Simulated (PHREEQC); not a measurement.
A PHREEQC input (ion-association model, wateq4f.dat):

```
SOLUTION 1
  temp 20
  units mg/L
  pH 8.51
  pe 8.4
  Na 25.7
  K 4.49
  Ca 20.7
  Mg 19.6
  Cl 44 charge
  Li 0.1 charge
  S(6) 43.3 as SO4
  Alkalinity 99.6 as HCO3
  Li 0.576
END
USE solution 1
EQUILIBRIUM_PHASES 1
  Gypsum 0 0
  CO2(g) -2 10
END
```

The run finishes without an error or a warning.

Its last state differs from that of the intended input:

```tsv
quantity	as run	intended
ionic strength (mol/kgw)	0.00548	0.00539
SI of Magnesite (MgCO3)	-1.54	-1.53
```

Problem. One thing in the input isn't as intended. What explains the difference?

Solution. Several could match; the one computed here: The fault: two constituents marked charge. The line should read `Cl 44` where the input has `Cl 44 charge / Li 0.1 charge`.
